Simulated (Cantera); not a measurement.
Input (Python, Cantera):

```python
import numpy as np
import cantera as ct

surf = ct.Interface("diamond.yaml", "diamond_100")
gas, bulk = surf.adjacent["gas"], surf.adjacent["diamond"]
k = surf.kinetics_species_index(bulk.species_names[0])
cover = ["c6HH", "c6H*", "c6*H", "c6**", "c6HM", "c6B"]

rows, drift = [], 0.0
print(f"{'P':>10s}{'um/h':>11s}" + "".join(f"{s:>11s}" for s in cover))
for v in [790, 1300, 2100, 3300, 5400, 8800, 14000, 23000]:
    T, P, xH, xCH3 = 1073, v, 0.0078, 0.00027
    gas.TPX = T, P, {"H": xH, "CH3": xCH3, "CH4": 0.0064, "H2": 1 - xH - xCH3 - 0.0064}
    surf.TP = bulk.TP = T, P
    surf.coverages = "c6H*:0.1, c6HH:0.9"
    surf.advance_coverages(100.0)
    before = surf.coverages
    surf.advance_coverages(100.0)
    drift = max(drift, np.max(np.abs(surf.coverages - before) / (surf.coverages + 1e-9)))
    rate = surf.net_production_rates[k] * bulk.mean_molecular_weight / bulk.density * 3.6e9
    rows.append([rate, *surf[cover].coverages])
    print(f"{v:10.4g}{rate:11.4e}" + "".join(f"{x:11.3e}" for x in rows[-1][1:]))
```

Result:

```
         P       um/h       c6HH       c6H*       c6*H       c6**       c6HM        c6B
       790 8.4248e-01  5.281e-01  2.489e-02  4.205e-01  1.531e-02  7.537e-03  2.286e-09
      1300 1.6661e+00  5.268e-01  2.483e-02  4.194e-01  1.527e-02  9.163e-03  4.521e-09
      2100 3.0629e+00  5.258e-01  2.480e-02  4.185e-01  1.524e-02  1.050e-02  8.311e-09
      3300 5.2461e+00  5.251e-01  2.478e-02  4.179e-01  1.522e-02  1.149e-02  1.424e-08
      5400 9.1496e+00  5.245e-01  2.478e-02  4.173e-01  1.521e-02  1.228e-02  2.483e-08
      8800 1.5537e+01  5.241e-01  2.482e-02  4.169e-01  1.521e-02  1.282e-02  4.216e-08
   1.4e+04 2.5356e+01  5.238e-01  2.489e-02  4.166e-01  1.522e-02  1.316e-02  6.880e-08
   2.3e+04 4.2404e+01  5.236e-01  2.503e-02  4.163e-01  1.524e-02  1.340e-02  1.151e-07
```

Model: the Harris–Goodwin 1993 mechanism for the reconstructed diamond (100) surface, integrated in Cantera.
